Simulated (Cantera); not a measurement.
Feed: 1 mol Si, 1.4 mol Br2, 12 mol H2, equilibrated at 68.3 Torr.

These are equilibrium values from Cantera (NASA tables, ideal gas, pure condensed phases), not measurements of a reactor. Candidate condensed phases: Br2, Si; 19 gas species. The tables' values for SiBr3, SiBr are old estimates; treat these amounts as uncertain. Rates play no part.

log p: log10 of the partial pressure in bar; n: condensed amount in mol.

```csv
T (K),log p H2,log p HBr,log p SiBr4,log p SiBr2,log p SiHBr3,n Si(s)
450,-1.07,-6.70,-2.31,<-13,-3.66,0.292
650,-1.07,-4.34,-2.33,-8.19,-3.43,0.288
850,-1.07,-3.11,-2.35,-5.32,-3.34,0.309
1050,-1.08,-2.39,-2.46,-3.61,-3.37,0.407
1250,-1.11,[?],[?],[?],[?],[?]
1450,-1.12,-1.96,[?],-2.44,[?],[?]
1650,-1.12,-1.98,-5.35,-2.39,-5.46,0.394
```

Task: Fill in the missing entries.

Result: 
- 1450, log p SiBr4: -4.17
- 1450, log p SiHBr3: -4.60
- 1450, n Si(s): 0.430
- 1250, log p HBr: -2.02
- 1250, log p SiBr4: -2.96
- 1250, log p SiBr2: -2.68
- 1250, log p SiHBr3: -3.72
- 1250, n Si(s): 0.479
